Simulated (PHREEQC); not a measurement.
Dissolve 0.18 mol/kgw CaCl2 and 0.00029 mol/kgw Na2HPO4 at 89 °C. Closed to the air; pH follows from the charge balance.

Equilibrium calculation in PHREEQC: ion-association model, wateq4f.dat.

Each row changes one thing in this solution. Precipitation was switched off in this run.

```
case                                            pH  ionic strength (mol/kgw)  HPO4-2 (mol/kgw)
-------------------------------------------  -----  ------------------------  ----------------
as made                                       7.00                     0.540           2.49e-5
0.054 mol/kgw H3PO4 added                     1.70                     0.528           1.28e-7
0.02 mol/kgw Ca(OH)2 added                   10.81                     0.598           4.54e-8
CaCl2 left out                                7.94                  0.000838          0.000258
CaCl2 replaced by NaCl at the same molality   7.66                     0.181          0.000244
```

Complexes and solids missing from the database can't appear. Some of these states are supersaturated (in Hydroxyapatite, Portlandite, for instance). H3PO4, which wateq4f.dat lacks, is added to it with the constant of phreeqc.dat. At this temperature some constants are extrapolated from 25 °C, and those without enthalpy data are left unchanged.
